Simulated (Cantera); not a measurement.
Charge: 1 mol c-C₄F₈, equilibrated at 1.10 mbar.

Method: chemical equilibrium by Gibbs-energy minimisation in Cantera with the NASA 1993 tables (ideal gas, pure condensed phases). Candidate condensed phases: C; 23 gas species. Ions and electrons are included (thermal ionisation). The feed counts by its element totals alone. Gases not in the tables: C₂F₆ and larger saturated fluorocarbons. Kinetics and transport are ignored.

Question: Which condensed phases are stable at each of these points (T (°C)): 1727, 2227, 2727, 3227, 3727, 4227, 4727?

Answer: 
```
T (°C)  condensed phases  C condensed (%)
------  ----------------  ---------------
1727         C(graphite)             44.0
2227         C(graphite)             77.0
2727            gas only              0.0
3227            gas only              0.0
3727            gas only              0.0
4227            gas only              0.0
4727            gas only              0.0
```

From 1727 °C to 2227 °C the condensed part is C(graphite). From 2727 °C to 4727 °C nothing is condensed.
